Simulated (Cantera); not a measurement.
# Ignition delay

Mixture: 3.17 % C₃H₈, 20.3 % O₂, 76.5 % N₂, equivalence ratio 0.78, at 4.00 bar, adiabatic and at constant volume. Ignition delay is the time to a rise of 400 K.

Detailed kinetics in Cantera: GRI-Mech 3.0 (53 species, 325 reactions). GRI-Mech 3.0 was tuned for natural gas; its chemistry of propane as a main component is partial and can be far from experiment.

| T0 (K) | delay (ms) |
|---|---|
| 1048 | 61.9 |
| 1123 | 13.2 |
| 1198 | 2.92 |
| 1273 | 0.723 |
| 1348 | 0.211 |
| 1423 | 0.0739 |

```yaml
apparent activation energy between 1273 and 1423 K: 230 kJ/mol
```
